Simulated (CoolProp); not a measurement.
Model: reference Helmholtz-energy equation of state, Thol 2017, in CoolProp.

### Question
For octamethyltrisiloxane (MDM), give the phase and the cp (kJ/(kg K)), Joule-Thomson coefficient (K/MPa) at 409.6 K and 14.9 kPa; 250 K and 93.5 kPa; 536.7 K and 155 kPa.

### Answer
- 409.6 K and 14.9 kPa: gas; cp 1.71, Joule-Thomson coefficient 25.5
- 250 K and 93.5 kPa: liquid; cp 1.69, Joule-Thomson coefficient -0.492
- 536.7 K and 155 kPa: gas; cp 2.03, Joule-Thomson coefficient 11.0
